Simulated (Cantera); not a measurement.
An isothermal, constant-pressure homogeneous reactor starts with CO : O2 : H2O : N2 = 0.0081 : 0.0047 : 0.00055 : 1 (molar parts), at 1250 K and 585 Torr. Integrator tolerance rtol = 1e-08.

Model: GRI-Mech 3.0 (53 species, 325 reactions), integrated in Cantera.

Question: What does this change do: temperature 1250 to 973 K?

Answer: 
| quantity | before | after |
|---|---|---|
| x(CO) at 70.0 s | 2.54e-8 (gas-phase equilibrium 1.96e-8) | 4.34e-5 (gas-phase equilibrium 8.55e-12) |
| x(O2) at 70.0 s | 0.000643 (gas-phase equilibrium 0.000635) | 0.000665 (gas-phase equilibrium 0.000643) |
| x(H2O) at 70.0 s | 0.000545 (gas-phase equilibrium 0.000545) | 0.000544 (gas-phase equilibrium 0.000545) |
| x(NO2) at 70.0 s | 1.37e-9 (gas-phase equilibrium 1.14e-8) | 8.88e-9 (gas-phase equilibrium 4.58e-9) |
| x(N2O) at 70.0 s | 1.52e-9 (gas-phase equilibrium 1.18e-9) | 6.09e-7 (gas-phase equilibrium 1.20e-10) |
| x(NO) at 70.0 s | 1.73e-6 (gas-phase equilibrium 1.75e-5) | 2.53e-8 (gas-phase equilibrium 1.44e-6) |
